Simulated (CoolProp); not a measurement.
A closed Brayton cycle with dry air: compressor inlet 305.15 K and 5.1 MPa, high pressure 17.7 MPa, turbine inlet 835 K, compressor efficiency 0.8, turbine efficiency 0.85, recuperator effectiveness 0 (on enthalpy, no pinch check). Each further row changes one setting.

Computed with CoolProp (reference Helmholtz-energy equation of state, Lemmon 2000). It is a pseudo-pure fit of the blend.

| case | thermal efficiency (%) | net work (kJ/kg) | compressor to turbine work | compressor exit (K) | turbine exit (K) |
|---|---|---|---|---|---|
| as stated | ? | 55.7 | 0.75 | 468.9 | 635.2 |
| turbine inlet 785 K | ? | 42.1 | ? | 468.9 | ? |
| compressor inlet 315.15 K | 12.8 | ? | 0.78 | 484.0 | 635.2 |
| high pressure 15 MPa | ? | 56.3 | ? | 443.7 | 658.5 |
| recuperator effectiveness 0.5 | ? | 55.7 | 0.75 | 468.9 | 635.2 |

Q: Fill in the missing entries.

A: 
- as stated, thermal efficiency (%): 13.8
- turbine inlet 785 K, thermal efficiency (%): 12.1
- turbine inlet 785 K, compressor to turbine work: 0.80
- turbine inlet 785 K, turbine exit (K): 595.3
- compressor inlet 315.15 K, net work (kJ/kg): 49.8
- high pressure 15 MPa, thermal efficiency (%): 13.1
- high pressure 15 MPa, compressor to turbine work: 0.72
- recuperator effectiveness 0.5, thermal efficiency (%): 17.6
